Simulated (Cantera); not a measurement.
A perfectly stirred reactor is fed with NO : N₂ = 1 : 0.23 (molar parts), at 105 Torr; it is held at 2100 K, and followed from long to short residence time.

Model: GRI-Mech 3.0 (53 species, 325 reactions), integrated in Cantera.

x: mole fraction; the columns are a selection and need not sum to one.

```json
[
 {"τ (s)": "15", "x NO": "0.0629", "x N₂O": "1.39e-6", "x NO₂": "…", "x O₂": "0.373", "x O": "0.00229", "x N₂": "0.561"},
 {"τ (s)": "2.9", "x NO": "0.181", "x N₂O": "1.06e-5", "x NO₂": "…", "x O₂": "0.314", "x O": "0.00212", "x N₂": "0.502"},
 {"τ (s)": "0.56", "x NO": "0.474", "x N₂O": "7.85e-5", "x NO₂": "…", "x O₂": "0.168", "x O": "0.00160", "x N₂": "0.356"},
 {"τ (s)": "0.11", "x NO": "0.729", "x N₂O": "0.000211", "x NO₂": "…", "x O₂": "0.0412", "x O": "0.000931", "x N₂": "0.229"},
 {"τ (s)": "0.021", "x NO": "0.798", "x N₂O": "0.000258", "x NO₂": "…", "x O₂": "0.00696", "x O": "0.000607", "x N₂": "0.194"},
 {"τ (s)": "0.0040", "x NO": "0.810", "x N₂O": "0.000219", "x NO₂": "…", "x O₂": "0.000919", "x O": "0.000428", "x N₂": "0.188"},
 {"τ (s)": "0.00077", "x NO": "0.813", "x N₂O": "0.000109", "x NO₂": "…", "x O₂": "4.73e-5", "x O": "0.000163", "x N₂": "0.187"}
]
```

Task: What belongs in the gaps?

Result: 
- 15, x NO₂: 4.61e-5
- 2.9, x NO₂: 0.000121
- 0.56, x NO₂: 0.000232
- 0.11, x NO₂: 0.000187
- 0.021, x NO₂: 0.000119
- 0.0040, x NO₂: 8.24e-5
- 0.00077, x NO₂: 3.00e-5
